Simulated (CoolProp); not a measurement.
A Linde-Hampson liquefier for dry air: isothermal reversible compression at 250 K from 1 atm to 20 MPa, throttling to 1 atm, return gas leaving the recuperator 10 K below the feed. Each further row changes one setting.

The numbers come from the reference Helmholtz-energy equation of state, Lemmon 2000 in CoolProp. It is a pseudo-pure fit of the blend.

```csv
case,liquid yield per pass,compression work (kJ/kg of gas)
as stated,…,371
high pressure 40 MPa,…,…
warm-end temperature 280 K,…,421
warm-end gap 15 K,0.102,371
```

Q: Some entries are withheld; supply them.

A: 
- as stated, liquid yield per pass: 0.114
- high pressure 40 MPa, liquid yield per pass: 0.150
- high pressure 40 MPa, compression work (kJ/kg of gas): 424
- warm-end temperature 280 K, liquid yield per pass: 0.076
